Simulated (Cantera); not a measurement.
Catalytic combustion on Pt

An isothermal plug-flow reactor at 750 K and 1.00 atm (inlet), inlet velocity 2.8 m/s, active area per volume 580 1/m; feed CO : O2 : N2 : H2O = 0.0042 : 0.076 : 0.79 : 0.021 (molar parts), equivalence ratio 0.028.

Detailed kinetics in Cantera: Deutschmann's 1995 Pt surface mechanism with GRI-Mech 3.0 gas chemistry. Catalytic surfaces can have several steady states; this one follows from the mechanism file's or the stated starting coverage. Mass transfer to the wall is taken as infinitely fast.

```tsv
z (m)	x CO	x O2	x H2O	x CO2	θ free Pt	θ O*	θ OH*	θ CO*
0.0009	0.00407	0.0850	0.0236	0.000648	0.0414	0.951	0.00434	0.00281
0.0017	0.00376	0.0848	0.0236	0.000950	0.0364	0.958	0.00409	0.00200
0.0033	0.00334	0.0847	0.0236	0.00137	0.0319	0.963	0.00384	0.00136
0.0065	0.00279	0.0844	0.0236	0.00193	0.0280	0.968	0.00360	0.000867
0.012	0.00218	0.0841	0.0236	0.00254	0.0251	0.971	0.00342	0.000542
0.024	0.00141	0.0838	0.0236	0.00331	0.0225	0.974	0.00324	0.000283
0.047	0.000712	0.0834	0.0236	0.00401	0.0207	0.976	0.00312	0.000121
0.09	0.000230	0.0832	0.0236	0.00449	0.0197	0.977	0.00304	3.53e-5
```
x: gas mole fraction; θ: surface coverage.
